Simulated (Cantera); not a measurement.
Input: 1 mol MgO, 1.4 mol N₂, held at 2025 K and 0.133 bar.

Cantera equilibrium calculation (NASA polynomials, part measured and part estimated; ideal gas, pure solids and liquids). Candidate condensed phases: Mg, MgO; 13 gas species. Equilibrium is a limit: real reactors are often held back by kinetics, nucleation or transport.

Base state: N₂ 1.000, Mg 6.48e-5, NO 4.81e-5 (mole fractions); condensed: MgO(s).

**Question.** What changes in the equilibrium state with this change: temperature from 2025 K to 2898.15 K?

**Answer.** 
| species | before | after |
|---|---|---|
| N₂ | 1.000 | 0.594 |
| Mg | 6.48e-5 | 0.225 |
| O₂ | 5.69e-6 | 0.0728 |
| MgO | 2.52e-7 | 0.0277 |
| O | 5.29e-6 | 0.0583 |
| NO | 4.81e-5 | 0.0215 |
| MgN | <1e-9 | 1.56e-5 |
| N | 3.53e-9 | 1.49e-5 |
| MgO(s), mol | 1.000 | 0.415 |
